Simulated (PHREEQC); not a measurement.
Dissolve 3.9 mmol/kgw CuCl2, 0.087 mmol/kgw HNO3 and 39 mmol/kgw NaCl at 20 °C. Closed to the air; pH follows from the charge balance.

Equilibrium calculation in PHREEQC: ion-association model, wateq4f.dat.

| quantity | before | after |
|---|---|---|
| pH | 4.13 | 5.06 |
| CuCl+ (mol/kgw) | 0.000176 | 2.83e-6 |
| CuCl2 (mol/kgw) | 2.73e-6 | 5.78e-9 |
| CuOH+ (mol/kgw) | 2.95e-7 | 3.59e-7 |
| Cu2(OH)2+2 (mol/kgw) | 3.36e-8 | 3.96e-8 |
| SI of Atacamite (Cu2(OH)3Cl) | -2.10 | -1.83 |
| SI of Tenorite (CuO) | -2.30 | -1.23 |

Problem. Which change was made?
A) HNO3 replaced by Ni(NO3)2 at the same molality
B) NaCl from 0.039 to 0.0429 mol/kgw
C) HNO3 replaced by Mg(NO3)2 at the same molality
D) diluted 10-fold with water

Solution. D, diluted 10-fold with water

Precipitation was switched off in this run.
